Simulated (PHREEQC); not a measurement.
Make-up at 20 °C: 0.11 mol Cu(NO3)2, 0.00012 mol H2SO4 and 0.00028 mol Na2SO4 per kg of water. Closed to the air; pH follows from the charge balance.

Equilibrium calculation in PHREEQC: ion-association model, wateq4f.dat.

```
quantity                           before     after
-------------------------------  --------  --------
pH                                   3.72      2.71
ionic strength (mol/kgw)            0.330     0.352
CuSO4 (mol/kgw)                  0.000232  0.000219
SO4-2 (mol/kgw)                  0.000167  0.000167
Cu2(OH)2+2 (mol/kgw)              2.38e-6   2.24e-8
CuOH+ (mol/kgw)                   2.37e-6   2.31e-7
SI of Tenorite (CuO)                -1.89     -3.90
SI of Cu2(OH)3NO3 (Cu2(OH)3NO3)     -2.17     -5.20
```

### Question
Name the change that produced these shifts.
A) Na2SO4 from 0.00028 to 5.6e-05 mol/kgw
B) 0.022 mol/kgw NaBF4 added
C) temperature from 20 to 75 °C
D) 0.05 mol/kgw NaCl added

### Answer
B, 0.022 mol/kgw NaBF4 added

Precipitation was switched off in this run. Real BF4- forms and hydrolyses slowly; the run takes it at equilibrium.
